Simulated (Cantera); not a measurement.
A Cantera script and what it prints.

```python
import numpy as np
import cantera as ct

gas_names = [...]  # 113 gases of nasa_gas.yaml made of C, F, H, Si
cond_names = """
    C(gr) C6H6(L) C7H8(L) C8H18(L),n-octa Si(cr) Si(L) SiC(b)
""".split()


# ... load() reads the species with a 1 bar reference pressure and builds the phases ...
atoms = {
    'SiF4': {'Si': 1, 'F': 4},
    'C2H4': {'C': 2, 'H': 4},
    'H2': {'H': 2},
}
top_T = {'C(gr)': 4500, 'SiC(b)': 3050}  # K; cautious upper limits of use, not melting points


# ... equilibrate(T, P, feed) seeds the gas with the atoms and calls Mixture.equilibrate('TP', solver="vcs", rtol=1e-11, max_steps=5000) ...
results = []
feed = {'SiF4': 1, 'C2H4': 0.04, 'H2': 28}  # mol
T = 1423  # K
P = 180  # Pa
mix = equilibrate(T, P, feed)
results.append((T, P, feed, dict(zip(mix.species_names, mix.species_moles))))
x = sorted(zip(gas.X, gas.species_names), reverse=True)
print(f"T = {T:g} K  P = {P:g} Pa  gas = {mix.phase_moles(0):.4g} mol")
print("   x: " + "  ".join(f"{s} {v:.3e}" for v, s in x if v > 0.001))
print("   condensed (mol): " + ("  ".join(f"{mix.phase(i).name} {mix.phase_moles(i):.4g}"
      for i in range(1, mix.n_phases) if mix.phase_moles(i) > 1e-12) or "none"))
```

Output:

```
T = 1423 K  P = 180 Pa  gas = 29.23 mol
   x: H2 9.528e-01  SiF4 2.653e-02  HF 1.508e-02  SiF3 4.430e-03
   condensed (mol): C(gr) 0.01234  SiC(b) 0.06729
```

These are equilibrium values from Cantera (NASA tables, ideal gas, pure condensed phases), not measurements of a reactor. The tables' values for SiF3, SiF2 are old estimates; treat these amounts as uncertain.
